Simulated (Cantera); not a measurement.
A perfectly stirred reactor is fed with C3H8 : O2 : N2 = 1 : 10.9 : 40.9 (molar parts), equivalence ratio 0.46, at 1.40 bar; it is adiabatic with a 600 K inlet, and is followed from long to short residence time, starting on the burning branch (τ in s: 0.026, 0.012, 0.0055, 0.0025, 0.0012, 0.00054, 0.00025, 0.00012, 5.4e-05, 2.5e-05).

Cantera simulation using GRI-Mech 3.0 (53 species, 325 reactions); the numbers are that mechanism's predictions, not measurements. GRI-Mech 3.0 was tuned for natural gas; its chemistry of propane as a main component is partial and can be far from experiment.

**Question.** Predict: blow-out, bracketed by the residence times tried; x(C3H8) at τ = 26.0 ms; x(O2) at τ = 26.0 ms; x(N2O) at τ = 26.0 ms; x(HO2) at τ = 26.0 ms; x(C2H4) at τ = 26.0 ms; x(C3H8) at τ = 0.540 ms; x(O2) at τ = 0.540 ms; x(N2O) at τ = 0.540 ms; x(HO2) at τ = 0.540 ms; x(C2H4) at τ = 0.540 ms.

**Answer.** 
- blow-out, bracketed by the residence times tried: burning at 0.250 ms, out at 0.120 ms
- x(C3H8) at τ = 26.0 ms: 2.92e-6
- x(O2) at τ = 26.0 ms: 0.110
- x(N2O) at τ = 26.0 ms: 1.18e-6
- x(HO2) at τ = 26.0 ms: 4.29e-6
- x(C2H4) at τ = 26.0 ms: 8.58e-6
- x(C3H8) at τ = 0.540 ms: 4.31e-5
- x(O2) at τ = 0.540 ms: 0.114
- x(N2O) at τ = 0.540 ms: 6.31e-7
- x(HO2) at τ = 0.540 ms: 4.22e-5
- x(C2H4) at τ = 0.540 ms: 8.83e-5
